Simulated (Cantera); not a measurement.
A freely propagating, adiabatic, planar premixed flame of 24.8 % H₂, 15.7 % O₂, 49.6 % N₂, 9.92 % H₂O, unburnt at 625 K and 1.70 bar; mixture-averaged transport, grid criteria slope 0.08 and curve 0.16, no radiation.

Cantera simulation using the H2/O2 subset of GRI-Mech 3.0, which has no nitrogen chemistry; the numbers are that mechanism's predictions, not measurements. Burning velocities carry a grid error of a few per cent, more on coarse grids.

Q: Predict: laminar burning velocity; thermal thickness; peak x(H₂O₂); peak x(OH); peak x(H).

A: 
- laminar burning velocity: 603 cm/s
- thermal thickness: 0.204 mm
- peak x(H₂O₂): 4.45e-5
- peak x(OH): 0.0178
- peak x(H): 0.0261
